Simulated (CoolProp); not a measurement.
Vapour-liquid equilibrium of R134a (1) + R227EA (2) at 324.4 K; x and y are mole fractions of (1).

Values from CoolProp's multi-fluid Helmholtz-energy mixture model, Tillner-Roth 1994 and Lemmon 2016; pair parameters Bell 2016.

Problem. Give the bubble pressure and the first vapour's composition at x = 0.45, 0.65, 0.85. Is there an azeotrope?

Solution. x = 0.45: 1.160 MPa, y = 0.517; x = 0.65: 1.241 MPa, y = 0.701; x = 0.85: 1.313 MPa, y = 0.873. No azeotrope shows between x = 0.05 and 0.95.

The pair parameters rest on a limited set of measurements; away from them the model extrapolates.
